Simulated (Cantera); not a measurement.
A closed system holds: 1 mol SiO2, 0.0036 mol C, 0.72 mol N2, equilibrated at 7.70 Pa.

These are equilibrium values from Cantera (NASA tables, ideal gas, pure condensed phases), not measurements of a reactor. Candidate condensed phases: C, Si, SiC, SiO2, Si2N2O, Si3N4; 34 gas species. The tables hold silica as quartz up to 1696 K and as liquid above; real silica turns to tridymite and cristobalite and melts near 1996 K. The numbers say what is thermodynamically allowed, not how fast it happens.

Problem. Which condensed phases are stable at each of these points (T (°C)): 1775, 1800, 1825, 1850, 1875, 1900, 1925, 1950, 1975, 2000, 2025, 2050, 2075, 2100?

Solution. 
| T (°C) | condensed phases | Si condensed (%) |
|---|---|---|
| 1775 | SiO2(l) | 64.6 |
| 1800 | SiO2(l) | 24.2 |
| 1825 | gas only | 0.0 |
| 1850 | gas only | 0.0 |
| 1875 | gas only | 0.0 |
| 1900 | gas only | 0.0 |
| 1925 | gas only | 0.0 |
| 1950 | gas only | 0.0 |
| 1975 | gas only | 0.0 |
| 2000 | gas only | 0.0 |
| 2025 | gas only | 0.0 |
| 2050 | gas only | 0.0 |
| 2075 | gas only | 0.0 |
| 2100 | gas only | 0.0 |

From 1775 °C to 1800 °C the condensed part is SiO2(l). From 1825 °C to 2100 °C nothing is condensed.
